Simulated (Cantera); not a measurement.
Charge: 1 mol Si, 0.067 mol H2O, 17 mol N2, at 1623 K and 1 atm.

Cantera equilibrium calculation (NASA polynomials, part measured and part estimated; ideal gas, pure solids and liquids). Candidate condensed phases: H2O, Si, SiO2, Si2N2O, Si3N4; 35 gas species. Mutual solubility and eutectic melting of coexisting phases are not modelled. Equilibrium is a limit: real reactors are often held back by kinetics, nucleation or transport.

Base state: N2 0.996, H2 0.00408 (mole fractions); condensed: Si2N2O(s) + Si3N4(s).

**Question.** What changes in the equilibrium state with this change: 0.11 mol NH3 added?

**Answer.** 
| species | before | after |
|---|---|---|
| N2 | 0.996 | 0.986 |
| H2 | 0.00408 | 0.0139 |
| Si2N2O(s), mol | 0.0670 | 0.0670 |
| Si3N4(s), mol | 0.289 | 0.289 |

**Question.** What changes in the equilibrium state with this change: H2O from 0.067 to 0.0047 mol?

**Answer.** 
```
species          before     after
--------------  -------  --------
N2                0.996     1.000
H2              0.00408  0.000287
Si2N2O(s), mol   0.0670   0.00468
Si3N4(s), mol     0.289     0.330
```

**Question.** What changes in the equilibrium state with this change: pressure from 1 atm to 31.0 Pa?

**Answer.** 
```json
[
 {"species": "N2", "before": "0.996", "after": "0.992"},
 {"species": "SiO", "before": "1.02e-6", "after": "0.00391"},
 {"species": "H2", "before": "0.00408", "after": "0.00379"},
 {"species": "Si", "before": "<1e-9", "after": "0.000505"},
 {"species": "Si2N", "before": "<1e-9", "after": "1.20e-5"},
 {"species": "H", "before": "4.38e-6", "after": "0.000242"},
 {"species": "Si2N2O(s), mol", "before": "0.0670", "after": "0"},
 {"species": "Si3N4(s), mol", "before": "0.289", "after": "0"},
 {"species": "Si(s), mol", "before": "0", "after": "0.924"}
]
```
